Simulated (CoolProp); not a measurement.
Vapour-liquid equilibrium of isohexane (1) + n-hexane (2) at 932 kPa; x and y are mole fractions of (1).

Model: multi-fluid Helmholtz-energy mixture model, Lemmon 2006 and Thol 2019; pair parameters Bell 2016, in CoolProp.

Problem. Give the bubble temperature and the first vapour's composition at x = 0.45, 0.65, 0.95. Is there an azeotrope?

Solution. x = 0.45: 429.6 K, y = 0.483; x = 0.65: 427.8 K, y = 0.678; x = 0.95: 425.2 K, y = 0.955. No azeotrope shows between x = 0.05 and 0.95.

The pair parameters rest on a limited set of measurements; away from them the model extrapolates.
